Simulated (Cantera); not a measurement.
A freely propagating, adiabatic, planar premixed flame of CH₄ : O₂ : N₂ = 1 : 1.54 : 5.78 (molar parts), equivalence ratio 1.3, unburnt at 425 K and 330000 Pa; mixture-averaged transport, grid criteria slope 0.08 and curve 0.16, no radiation.

Detailed kinetics in Cantera: GRI-Mech 3.0 (53 species, 325 reactions). Burning velocities carry a grid error of a few per cent, more on coarse grids.

x: mole fraction of selected species; z is measured from the peak of heat release.

| z (mm) | T (K) | u (m/s) | x CH₄ | x O₂ | x CH₂O | x N₂O | x CO | x C₂H |
|---|---|---|---|---|---|---|---|---|
| -0.774 | 425 | 0.255 | 0.120 | 0.185 | … | <1e-8 | 7.51e-6 | <1e-8 |
| -0.516 | 431 | 0.260 | 0.119 | 0.184 | … | <1e-8 | 0.000120 | <1e-8 |
| -0.387 | 456 | 0.276 | 0.117 | 0.181 | … | <1e-8 | 0.000673 | <1e-8 |
| -0.258 | 598 | 0.366 | 0.106 | 0.170 | … | <1e-8 | 0.00456 | <1e-8 |
| -0.129 | 1113 | 0.695 | 0.0688 | 0.121 | 0.00106 | 2.38e-8 | 0.0239 | <1e-8 |
| -0.0645 | 1526 | 0.963 | 0.0371 | 0.0750 | 0.00103 | 4.90e-8 | 0.0435 | 1.19e-8 |
| 0 | 1894 | 1.21 | 0.00968 | 0.0286 | … | 6.35e-8 | 0.0623 | 5.36e-7 |
| 0.0645 | 2056 | 1.31 | 0.00131 | 0.00688 | … | 4.57e-8 | 0.0669 | 9.66e-7 |
| 0.129 | 2098 | 1.33 | 0.000197 | 0.00155 | … | 3.13e-8 | 0.0648 | 3.59e-7 |
| 0.258 | 2118 | 1.34 | 1.14e-5 | 0.000173 | … | 2.00e-8 | 0.0622 | 3.64e-8 |
| 0.516 | 2131 | 1.35 | 4.10e-7 | 4.71e-5 | … | 1.34e-8 | 0.0615 | <1e-8 |
| 1.03 | 2140 | 1.35 | 2.02e-8 | 1.82e-5 | <1e-8 | <1e-8 | 0.0616 | <1e-8 |
| 2.06 | 2146 | 1.36 | <1e-8 | 7.00e-6 | <1e-8 | <1e-8 | 0.0617 | <1e-8 |

**Question.** Complete the blanks.

**Answer.** 
- -0.774, x CH₂O: 1.10e-7
- -0.516, x CH₂O: 2.70e-6
- -0.387, x CH₂O: 2.03e-5
- -0.258, x CH₂O: 0.000195
- 0, x CH₂O: 0.000367
- 0.0645, x CH₂O: 8.45e-5
- 0.129, x CH₂O: 1.60e-5
- 0.258, x CH₂O: 8.92e-7
- 0.516, x CH₂O: 2.73e-8
